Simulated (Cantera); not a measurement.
A perfectly stirred reactor is fed with NO : N2 = 1 : 4 (molar parts), at 750 Torr; it is held at 1675 K, and followed from long to short residence time.

Cantera simulation using GRI-Mech 3.0 (53 species, 325 reactions); the numbers are that mechanism's predictions, not measurements.

x: mole fraction; the columns are a selection and need not sum to one.

| τ (s) | x NO | x NO2 | x N2 | x O | x N2O | x O2 |
|---|---|---|---|---|---|---|
| 26 | 0.130 | 0.000178 | 0.835 | 6.57e-6 | 6.49e-6 | 0.0350 |
| 7.1 | 0.169 | 0.000157 | 0.815 | 4.49e-6 | 1.11e-5 | 0.0152 |
| 2.0 | 0.189 | 0.000112 | 0.805 | 2.89e-6 | 1.39e-5 | 0.00516 |
| 0.54 | 0.197 | 7.89e-5 | 0.802 | 1.99e-6 | 1.49e-5 | 0.00145 |
| 0.15 | 0.199 | 6.32e-5 | 0.800 | 1.60e-6 | 1.49e-5 | 0.000383 |
| 0.041 | 0.200 | 5.17e-5 | 0.800 | 1.33e-6 | 1.37e-5 | 8.26e-5 |
| 0.011 | 0.200 | ? | 0.800 | ? | ? | ? |
| 0.0031 | 0.200 | ? | 0.800 | ? | ? | ? |
| 0.00086 | 0.200 | 2.53e-6 | 0.800 | 1.55e-7 | 2.07e-6 | 1.64e-8 |
| 0.00024 | 0.200 | 5.99e-7 | 0.800 | 9.44e-8 | 6.39e-7 | 1.47e-9 |

Task: Complete the blanks.

Result: 
- 0.011, x NO2: 3.17e-5
- 0.011, x O: 8.73e-7
- 0.011, x N2O: 1.03e-5
- 0.011, x O2: 9.49e-6
- 0.0031, x NO2: 1.06e-5
- 0.0031, x O: 3.65e-7
- 0.0031, x N2O: 5.55e-6
- 0.0031, x O2: 4.13e-7
